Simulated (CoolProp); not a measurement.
Vapour-liquid equilibrium of dimethyl carbonate (1) + n-heptane (2) at 422.5 K; x and y are mole fractions of (1).

Computed with CoolProp (multi-fluid Helmholtz-energy mixture model, Zhou 2011 and Span 2003; pair parameters Bell 2016).

| x | bubble pressure, mixture model (MPa) | bubble pressure, Raoult's law (MPa) | y, mixture model | y, Raoult's law |
|---|---|---|---|---|
| 0.05 | 0.4093 | 0.3744 | 0.131 | 0.066 |
| 0.15 | 0.4735 | 0.3869 | 0.303 | 0.191 |
| 0.25 | 0.5180 | 0.3994 | 0.412 | 0.309 |
| 0.35 | 0.5476 | 0.4119 | 0.489 | 0.419 |
| 0.45 | 0.5663 | 0.4244 | 0.548 | 0.523 |
| 0.55 | 0.5766 | 0.4368 | 0.599 | 0.621 |
| 0.65 | 0.5800 | 0.4493 | 0.649 | 0.713 |
| 0.75 | 0.5758 | 0.4618 | 0.706 | 0.801 |
| 0.85 | 0.5603 | 0.4743 | 0.781 | 0.884 |
| 0.95 | 0.5242 | 0.4867 | 0.902 | 0.962 |

The largest gap from Raoult's law is +33.4 % in bubble pressure, at x = 0.45. y crosses x between x = 0.55 and 0.65: the model has an azeotrope there.

Pair parameters are fitted to limited data, so mixtures are less certain than the pure fluids.
